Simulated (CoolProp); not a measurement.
The fluid at 335.95 K and 5.48 MPa flows at 6.1 m/s in a round tube of 10 mm bore and 45 µm roughness, fully developed (64/Re and Nu = 3.66 if laminar; Colebrook and Gnielinski if turbulent). The same conditions are run with several fluids, on thermodynamics alone (safety and materials aside).

Computed with CoolProp (reference Helmholtz-energy equation of state of each fluid (R507A: Lemmon 2003; m-xylene: Zhou 2012; R245fa: Akasaka 2015; ethanol: Schroeder 2014; c-C4F8 (RC318): Platzer 1990)). The equations of Platzer and Polt are older, rougher fits. Blends and air are pseudo-pure fits.

| fluid | Reynolds number | Darcy friction factor | pressure drop (Pa/m) | heat-transfer coefficient (W/(m² K)) | mass flow (kg/h) |
|---|---|---|---|---|---|
| R507A | 615000 | … | … | 20300 | 1540 |
| m-xylene | … | … | 46800 | 12200 | 1430 |
| R245fa | 272000 | 0.0298 | 69400 | 16500 | … |
| ethanol | 79300 | 0.0307 | … | … | 1310 |
| c-C4F8 (RC318) | … | 0.0297 | 76600 | 14800 | 2390 |

Q: What belongs in the gaps?

A: 
- R507A, Darcy friction factor: 0.0296
- R507A, pressure drop (Pa/m): 49000
- m-xylene, Reynolds number: 123000
- m-xylene, Darcy friction factor: 0.0302
- R245fa, mass flow (kg/h): 2160
- ethanol, pressure drop (Pa/m): 43200
- ethanol, heat-transfer coefficient (W/(m² K)): 12400
- c-C4F8 (RC318), Reynolds number: 338000

Transport values come from each fluid's own correlations; those of R245fa, c-C4F8 (RC318) are estimates that may be off by 10 % or more.
